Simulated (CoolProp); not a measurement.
Properties of nitrous oxide along the isotherm 57.35 °C.

The numbers come from the reference Helmholtz-energy equation of state, Lemmon 2006 in CoolProp. It is a short technical equation, of lower accuracy than the large ones.

```tsv
p (bar)	phase	Z	cv (kJ/(kg K))	isothermal compressibility (1/MPa)
7.76	gas	0.9694	0.7298	1.330
15.5	gas	0.9379	0.7408	0.6895
23.3	gas	0.9048	0.7532	0.4771
31	gas	0.8706	0.7667	0.3747
38.8	gas	0.8343	0.7820	0.3151
46.6	gas	0.7958	0.7992	0.2786
54.3	gas	0.7552	0.8187	0.2564
62.1	gas	0.7110	0.8413	0.2442
69.9	gas	0.6626	0.8680	0.2413
77.6	supercritical	0.6097	0.8992	0.2482
85.4	supercritical	0.5492	0.9369	0.2674
93.1	supercritical	0.4821	0.9781	0.2955
101	supercritical	0.4132	1.008	0.2878
109	supercritical	0.3655	1.002	0.2030
```
